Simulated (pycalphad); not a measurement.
Source of the numbers: pycalphad with the COST 507 light-alloy database (1999); pressure 1 atm. The data set is of 1999 and partly superseded. Amounts are mole fractions of atoms.

**Question.** Give the equilibrium state of Si-2.528V (wt.%) at 1240 K.

**Answer.** 
```
T = 1240.00 K, P = 101325 Pa, N = 1 mol of atoms
G = -44250 J/mol, H = 21736 J/mol, S = 53.21 J/(mol K)  (SER reference)
chemical potentials (J/mol): Si -42453, V -169899
phase             fraction      x(Si)       x(V)
DIAMOND_A4          0.9577     1.0000       none
SI2V                0.0423     0.6667     0.3333
```

**Question.** Give the equilibrium state of Si-2.528V (wt.%) at 1680 K.

**Answer.** LIQUID, fraction 0.852, with 3.0 V wt.%; DIAMOND_A4, fraction 0.148, with no V wt.%.

Database names, with the compositions (at.%) that they take in these runs: SI2V: Si 67 V 33. DIAMOND_A4 is diamond (Si). An entry "none" or "no" means that the model of the phase leaves that element out.
